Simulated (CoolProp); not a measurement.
Vapour-liquid equilibrium of octamethyltrisiloxane (MDM) (1) + octamethylcyclotetrasiloxane (D4) (2) at 478.1 K; x and y are mole fractions of (1).

Computed with CoolProp (multi-fluid Helmholtz-energy mixture model, Thol 2017 and Thol 2015; pair parameters Bell 2016).

### Question
Give the bubble pressure and the first vapour's composition at x = 0.05, 0.15, 0.95. Is there an azeotrope?

### Answer
x = 0.05: 0.2083 MPa, y = 0.078; x = 0.15: 0.2220 MPa, y = 0.216; x = 0.95: 0.3266 MPa, y = 0.966. No azeotrope shows between x = 0.05 and 0.95.

The pair parameters rest on a limited set of measurements; away from them the model extrapolates.
